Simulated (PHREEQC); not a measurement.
Consider water at 70 °C with 20 mmol/kgw NaCl. Closed to the air; pH follows from the charge balance.

Equilibrium calculation in PHREEQC: ion-association model, phreeqc.dat.

Each row changes one thing in this solution. Precipitation was switched off in this run.

```
case                                           pH  ionic strength (mol/kgw)
-------------------------------------------  ----  ------------------------
as made                                      6.39                    0.0200
diluted 100-fold with water                  6.40                  0.000200
0.00023 mol/kgw KOH added                    9.09                    0.0202
temperature from 70 to 60 °C                 6.50                    0.0200
NaCl replaced by NaHF2 at the same molality  3.50                    0.0202
diluted 10-fold with water                   6.39                   0.00200
temperature from 70 to 10 °C                 7.26                    0.0200
NaCl from 0.02 to 0.03 mol/kgw               6.39                    0.0300
diluted 2-fold with water                    6.39                    0.0100
```

Species that the database lacks are ignored. At this temperature some constants are extrapolated from 25 °C, and those without enthalpy data are left unchanged.
